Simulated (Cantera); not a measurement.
A Cantera script and what it prints.

```python
import numpy as np
import cantera as ct

gas_names = """
    N2
""".split()
cond_names = """
    V(cr) V(L) VN(s) B(b) B(L) BN(s) Si(cr) Si(L) Si3N4(a)
""".split()


def load(file, names, dense=False):
    # The tables refer to 1 bar. Condensed volumes are neglected.
    table = {s.name: s for s in ct.Species.list_from_file(file)}
    out = []
    for n in names:
        d = dict(table[n].input_data)
        d["thermo"] = dict(d["thermo"], **{"reference-pressure": 1e5})
        if dense:
            d["equation-of-state"] = {"model": "constant-volume", "density": "1e6 g/cm^3"}
        out.append(ct.Species.from_dict(d))
    return out


species = {s.name: s for s in load("nasa_gas.yaml", gas_names) + load("nasa_condensed.yaml", cond_names)}
# Each term lists the table entries of one substance; the one whose range holds T is used.
reactions = {
    '2 V + N2(g) = 2 VN':
        [(-2, ['V(cr)', 'V(L)']), (-1, ['N2']), (2, ['VN(s)'])],
    '2 B + N2(g) = 2 BN':
        [(-2, ['B(b)', 'B(L)']), (-1, ['N2']), (2, ['BN(s)'])],
    '1.5 Si + N2(g) = 0.5 Si3N4':
        [(-1.5, ['Si(cr)', 'Si(L)']), (-1, ['N2']), (0.5, ['Si3N4(a)'])],
}


def pick(names, T):
    return next(species[n] for n in names if species[n].thermo.min_temp <= T <= species[n].thermo.max_temp)


results = []
for label, terms in reactions.items():
    print(label)
    print("     T/K   dH/kJ  dS/(J/K)   dG/kJ   log10 K")
    for T in [1923, 1973, 2023, 2073, 2123, 2173, 2223, 2273]:
        used = [(nu, pick(names, T)) for nu, names in terms]
        dH = sum(nu * s.thermo.h(T) for nu, s in used) / 1e6
        dS = sum(nu * s.thermo.s(T) for nu, s in used) / 1e3
        dG = dH - T * dS / 1e3
        logK = -dG * 1e6 / (ct.gas_constant * T * np.log(10))
        results.append((label, T, dH, dS, dG, logK, [s.name for _, s in used]))
        print(f"{T:8g} {dH:8.1f} {dS:8.1f} {dG:8.1f} {logK:8.2f}")
```

Output:

```
2 V + N2(g) = 2 VN
     T/K   dH/kJ  dS/(J/K)   dG/kJ   log10 K
    1923   -414.6   -155.5   -115.6     3.14
    1973   -414.0   -155.2   -107.8     2.85
    2023   -413.5   -154.9   -100.1     2.58
    2073   -413.0   -154.7    -92.3     2.33
    2123   -412.6   -154.5    -84.6     2.08
    2173   -412.2   -154.3    -76.9     1.85
    2223   -457.7   -175.1    -68.5     1.61
    2273   -457.5   -175.0    -59.7     1.37
2 B + N2(g) = 2 BN
     T/K   dH/kJ  dS/(J/K)   dG/kJ   log10 K
    1923   -496.8   -173.2   -163.8     4.45
    1973   -496.5   -173.0   -155.1     4.11
    2023   -496.3   -172.9   -146.5     3.78
    2073   -496.1   -172.8   -137.8     3.47
    2123   -495.9   -172.7   -129.2     3.18
    2173   -495.8   -172.7   -120.6     2.90
    2223   -495.6   -172.6   -111.9     2.63
    2273   -495.5   -172.5   -103.3     2.37
1.5 Si + N2(g) = 0.5 Si3N4
     T/K   dH/kJ  dS/(J/K)   dG/kJ   log10 K
    1923   -437.6   -203.8    -45.7     1.24
    1973   -436.9   -203.4    -35.5     0.94
    2023   -436.1   -203.0    -25.4     0.65
    2073   -435.3   -202.6    -15.2     0.38
    2123   -434.5   -202.3     -5.1     0.13
    2173   -433.7   -201.9      5.0    -0.12
    2223   -432.9   -201.5     15.1    -0.35
    2273   -432.1   -201.2     25.2    -0.58
```

Standard-state values (1 bar) from the NASA 1993 polynomials, evaluated with Cantera. VN: taken at fixed stoichiometry. Condensed species are held in their standard states even where they would react or evaporate.
